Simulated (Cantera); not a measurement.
Input: 1 mol SiO2, 2.2 mol H2, 27 mol N2, held at 1352 °C and 0.135 Torr.

Equilibrium computed with Cantera from the NASA thermochemical tables; the gas is ideal and each condensed phase is pure. Candidate condensed phases: H2O, Si, SiO2, Si2N2O, Si3N4; 35 gas species. The tables hold silica as quartz up to 1696 K and as liquid above; real silica turns to tridymite and cristobalite and melts near 1996 K. The numbers say what is thermodynamically allowed, not how fast it happens.

Base state: N2 0.920, H2 0.0700, SiO 0.00431, H2O 0.00431, H 0.00139 (mole fractions); condensed: SiO2(β-quartz).

Problem. What changes in the equilibrium state with this change: pressure from 0.135 Torr to 51.0 Torr?

Solution. 
```tsv
species	before	after
N2	0.920	0.924
H2	0.0700	0.0751
SiO	0.00431	0.000230
H	0.00139	7.41e-5
H2O	0.00431	0.000230
SiO2(β-quartz), mol	0.873	0.993
```

Problem. What changes in the equilibrium state with this change: SiO2 replaced by PbS?

Solution. 
| species | before | after |
|---|---|---|
| N2 | 0.920 | 0.880 |
| H2 | 0.0700 | 0.0704 |
| Pb | 0 | 0.0281 |
| S2 | 0 | 0.0129 |
| SiO | 0.00431 | 0 |
| PbS | 0 | 0.00455 |
| H2O | 0.00431 | 0 |
| SiO2(β-quartz), mol | 0.873 | 0 |
Further candidate phases: Pb, PbS, S.
